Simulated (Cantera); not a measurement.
A freely propagating, adiabatic, planar premixed flame of CH4 : C2H6 : O2 : N2 = 1 : 0.65 : 2.85 : 10.7 (molar parts), unburnt at 350 K and 97.5 Torr; mixture-averaged transport, grid criteria slope 0.08 and curve 0.16, no radiation.

Computed with Cantera and GRI-Mech 3.0 (53 species, 325 reactions). Burning velocities carry a grid error of a few per cent, more on coarse grids.

x: mole fraction of selected species; z is measured from the peak of heat release.

| z (mm) | T (K) | u (m/s) | x CH4 | x C2H6 | x O2 | x C2H4 | x OH | x HO2 |
|---|---|---|---|---|---|---|---|---|
| -11.7 | 350 | 0.358 | 0.0656 | 0.0426 | 0.187 | 1.92e-7 | <1e-8 | … |
| -7.77 | 353 | 0.363 | 0.0651 | 0.0424 | 0.186 | 3.11e-6 | <1e-8 | … |
| -5.83 | 366 | 0.380 | 0.0641 | 0.0420 | 0.183 | 2.88e-5 | <1e-8 | … |
| -3.89 | 471 | 0.497 | 0.0600 | 0.0402 | 0.174 | 0.000424 | 4.57e-8 | … |
| -1.94 | 949 | 1.04 | 0.0434 | 0.0265 | 0.127 | 0.00385 | 9.36e-6 | … |
| -0.971 | 1335 | 1.50 | 0.0278 | 0.0105 | 0.0822 | 0.00593 | 7.96e-5 | … |
| 0 | 1669 | 1.91 | 0.0104 | 0.000688 | 0.0362 | 0.00283 | 0.000470 | … |
| 0.971 | 1834 | 2.11 | 0.00209 | 8.57e-6 | 0.0113 | 0.000328 | 0.000992 | … |
| 1.94 | 1889 | 2.17 | 0.000414 | 2.92e-7 | 0.00315 | 2.36e-5 | 0.00118 | … |
| 3.89 | 1915 | 2.20 | 3.53e-5 | <1e-8 | 0.000301 | 2.19e-7 | 0.00117 | … |
| 7.77 | 1923 | 2.20 | 2.14e-6 | <1e-8 | 6.18e-5 | <1e-8 | 0.00109 | <1e-8 |
| 15.5 | 1927 | 2.21 | 4.24e-8 | <1e-8 | 5.08e-5 | <1e-8 | 0.00102 | <1e-8 |
| 31.1 | 1932 | 2.21 | <1e-8 | <1e-8 | 4.03e-5 | <1e-8 | 0.000915 | <1e-8 |

Problem. Some entries are withheld; supply them.

Solution. 
- -11.7, x HO2: 4.37e-8
- -7.77, x HO2: 5.04e-7
- -5.83, x HO2: 3.48e-6
- -3.89, x HO2: 3.92e-5
- -1.94, x HO2: 0.000129
- -0.971, x HO2: 0.000113
- 0, x HO2: 3.85e-5
- 0.971, x HO2: 4.34e-6
- 1.94, x HO2: 4.42e-7
- 3.89, x HO2: 2.34e-8
